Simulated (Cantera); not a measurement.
An isothermal, constant-pressure homogeneous reactor starts with NH₃ : N₂ = 1 : 0.32 (molar parts), at 1500 K and 750 Torr.

Model: the gas-phase N/H chemistry of the illustrative SiF4/NH3 mechanism in the Surface Chemkin manual (1991), integrated in Cantera. Walls and surfaces, which speed up NH3 decomposition in real reactors, are not modelled.

### Question
Predict: x(NH₃) at 40.0 s; x(N₂H₄) at 40.0 s; x(N₂) at 40.0 s; x(H₂) at 40.0 s; x(NH₂) at 40.0 s.

### Answer
| Quantity | Value |
|---|---|
| x(NH₃) at 40.0 s | 0.339 (gas-phase equilibrium 1.89e-5) |
| x(N₂H₄) at 40.0 s | 3.32e-8 (gas-phase equilibrium <1e-12) |
| x(N₂) at 40.0 s | 0.304 (gas-phase equilibrium 0.353) |
| x(H₂) at 40.0 s | 0.357 (gas-phase equilibrium 0.647) |
| x(NH₂) at 40.0 s | 1.72e-5 (gas-phase equilibrium 9.18e-10) |
